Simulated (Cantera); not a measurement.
Cantera with NASA thermochemical tables; ideal gases at 1 bar, condensed phases pure. Values are per mole of reaction as written; species without (g) are pure solids or liquids, kept so even where they would boil at 1 bar.

3 Nb + 4 N(g) + 6 H₂O(g) ⇌ 4 NH₃(g) + 3 NbO₂(g), with ΔH° = -1223.7 kJ and ΔS° = -266.2 J/K at 300 K.

How far is the shortcut ΔG° ≈ ΔH°(300 K) − T·ΔS°(300 K) from the full temperature-dependent value at 948, 1148, 1348, 1548, 1748, 1948, 2148, 2348, 2548, 2748, 2948 K?


```
T (K)  shortcut (kJ)  full (kJ)  difference (kJ)  difference in log10 K  condensed phases
-----  -------------  ---------  ---------------  ---------------------  ----------------
948           -971.3     -944.7            -26.5                   1.46             Nb(s)
1148          -918.0     -879.3            -38.8                   1.76             Nb(s)
1348          -864.8     -813.0            -51.8                   2.01             Nb(s)
1548          -811.5     -746.1            -65.4                   2.21             Nb(s)
1748          -758.3     -678.6            -79.7                   2.38             Nb(s)
1948          -705.0     -610.4            -94.6                   2.54             Nb(s)
2148          -651.8     -541.7           -110.1                   2.68             Nb(s)
2348          -598.5     -472.2           -126.3                   2.81             Nb(s)
2548          -545.3     -402.0           -143.3                   2.94             Nb(s)
2748          -492.0     -331.0           -161.0                   3.06             Nb(s)
2948          -438.8     -253.5           -185.3                   3.28             Nb(l)
```
The shortcut ignores heat capacities and the phase changes listed.
